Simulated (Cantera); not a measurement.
# Low-pressure radical oxidation in H2/O2

An isothermal, constant-pressure homogeneous reactor starts with H₂ : O₂ : N₂ : H₂O = 0.011 : 1 : 2 : 0.099 (molar parts), equivalence ratio 0.0055, at 1075 K and 4.58 Torr.

Cantera simulation using the H2/O2 subset of GRI-Mech 3.0, which has no nitrogen chemistry; the numbers are that mechanism's predictions, not measurements. Radical loss at walls, strong at low pressure, is not modelled.

```json
[
 {"t (s)": "3.00e-5", "x H₂": "0.00354", "x O₂": "0.322", "x HO₂": "1.05e-12", "x OH": "<1e-12", "x O": "<1e-12"},
 {"t (s)": "0.000147", "x H₂": "0.00354", "x O₂": "0.322", "x HO₂": "5.13e-12", "x OH": "<1e-12", "x O": "<1e-12"},
 {"t (s)": "0.000721", "x H₂": "0.00354", "x O₂": "0.322", "x HO₂": "2.52e-11", "x OH": "1.11e-11", "x O": "1.11e-11"},
 {"t (s)": "0.00353", "x H₂": "0.00354", "x O₂": "0.322", "x HO₂": "1.24e-10", "x OH": "1.14e-10", "x O": "1.39e-10"},
 {"t (s)": "0.0173", "x H₂": "0.00354", "x O₂": "0.322", "x HO₂": "6.41e-10", "x OH": "3.97e-9", "x O": "5.88e-9"},
 {"t (s)": "0.0849", "x H₂": "0.00122", "x O₂": "0.320", "x HO₂": "6.74e-7", "x OH": "0.000551", "x O": "0.00140"},
 {"t (s)": "0.416", "x H₂": "6.93e-5", "x O₂": "0.320", "x HO₂": "5.11e-7", "x OH": "0.000362", "x O": "0.00110"},
 {"t (s)": "2.04", "x H₂": "9.82e-6", "x O₂": "0.320", "x HO₂": "1.87e-7", "x OH": "0.000137", "x O": "0.000157"},
 {"t (s)": "10.0", "x H₂": "7.09e-7", "x O₂": "0.320", "x HO₂": "2.60e-8", "x OH": "3.72e-5", "x O": "1.16e-5"}
]
```
x: mole fraction; the columns are a selection and need not sum to one.

Equilibrium at this temperature and pressure: H₂ 5.65e-10, O₂ 0.320, HO₂ 6.49e-10, OH 1.07e-6, O 9.57e-9 (gas phase only).
